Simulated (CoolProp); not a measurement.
Computed with CoolProp (reference Helmholtz-energy equation of state, Penoncello 2003).

Q: For CHF3 (R23), give the phase and the cp (kJ/(kg K)), viscosity (µPa s), conductivity (mW/(m K)) at 475 K and 4.5 bar.

A: 
- 475 K and 4.5 bar: gas; cp 0.969, viscosity 22.6, conductivity 23.5

Viscosity comes from a separate model (Shan 2000). Thermal conductivity comes from a separate model (Shan 2000).
